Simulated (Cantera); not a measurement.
# Adiabatic ignition

An adiabatic, constant-volume homogeneous reactor starts with CO : H₂ : O₂ : N₂ = 1 : 0.15 : 0.359 : 0.98 (molar parts), at 1675 K and 0.987 atm.

Model: GRI-Mech 3.0 (53 species, 325 reactions), integrated in Cantera. Above 3000 K some thermodynamic fits are extrapolated.

| t (s) | T (K) | P (bar) | x CO | x H₂ | x O₂ | x OH | x H₂O | x HO₂ |
|---|---|---|---|---|---|---|---|---|
| 4.00e-6 | 1675 | 1.00 | 0.402 | 0.0602 | 0.144 | 9.85e-6 | 2.34e-5 | 1.17e-6 |
| 1.39e-5 | 1764 | 1.05 | 0.371 | 0.0107 | 0.0948 | 0.00886 | 0.0305 | 2.06e-5 |
| 4.80e-5 | 2398 | 1.38 | 0.290 | 0.0100 | 0.0442 | 0.0171 | 0.0257 | 5.66e-6 |
| 0.000167 | 3011 | 1.66 | 0.276 | 0.00900 | 0.0351 | 0.0209 | 0.0383 | 7.70e-6 |
| 0.000577 | 3043 | 1.67 | 0.275 | 0.00906 | 0.0310 | 0.0200 | 0.0396 | 7.78e-6 |
| 0.00200 | 3041 | 1.67 | 0.275 | 0.00909 | 0.0305 | 0.0198 | 0.0397 | 7.68e-6 |
| 0.00693 | 3041 | 1.67 | 0.275 | 0.00909 | 0.0305 | 0.0198 | 0.0397 | 7.68e-6 |
| 0.0240 | 3041 | 1.67 | 0.275 | 0.00909 | 0.0305 | 0.0198 | 0.0397 | 7.68e-6 |
| 0.0833 | 3041 | 1.67 | 0.275 | 0.00909 | 0.0305 | 0.0198 | 0.0397 | 7.68e-6 |
| 0.289 | 3041 | 1.67 | 0.275 | 0.00909 | 0.0305 | 0.0198 | 0.0397 | 7.68e-6 |
| 1.00 | 3041 | 1.67 | 0.275 | 0.00909 | 0.0305 | 0.0198 | 0.0397 | 7.68e-6 |
x: mole fraction; the columns are a selection and need not sum to one.

```
Quantity                                                             Value
---------------------------------  ---------------------------------------
time of steepest temperature rise                                  14.5 µs
temperature at 1.00 s                                               3041 K
equilibrium temperature                                             3041 K
x(CO) at 1.00 s                        0.275 (gas-phase equilibrium 0.275)
x(H₂) at 1.00 s                    0.00909 (gas-phase equilibrium 0.00909)
x(O₂) at 1.00 s                      0.0305 (gas-phase equilibrium 0.0305)
```
